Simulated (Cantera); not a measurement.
Charge: 1 mol V2O3, 1.3 mol H2, at 1.20 Torr.

Cantera equilibrium calculation (NASA polynomials, part measured and part estimated; ideal gas, pure solids and liquids). Candidate condensed phases: H2O, V, VO, V2O3, V2O4, V2O5; 12 gas species. Mutual solubility and eutectic melting of coexisting phases are not modelled. VO: taken at fixed stoichiometry. Condensed phases not in the tables: the oxides between V2O3 and V2O5 other than VO2. Equilibrium is a limit: real reactors are often held back by kinetics, nucleation or transport. All values below are at 2000 K.

Base state: H2 0.924, H 0.0391, H2O 0.0270, VO2 0.00823, VO 0.00121, OH 0.000114, V 1.66e-5 (mole fractions); condensed: VO(s) + V2O3(s).

Task: What changes in the equilibrium state with this change: pressure from 1.20 Torr to 120 Torr?

Result: 
```tsv
species	before	after
H2	0.924	0.968
H2O	0.0270	0.0283
H	0.0391	0.00400
VO2	0.00823	8.23e-5
VO	0.00121	1.21e-5
V	1.66e-5	1.66e-7
OH	0.000114	1.17e-5
VO(s), mol	0.0821	0.0739
V2O3(s), mol	0.953	0.963
```
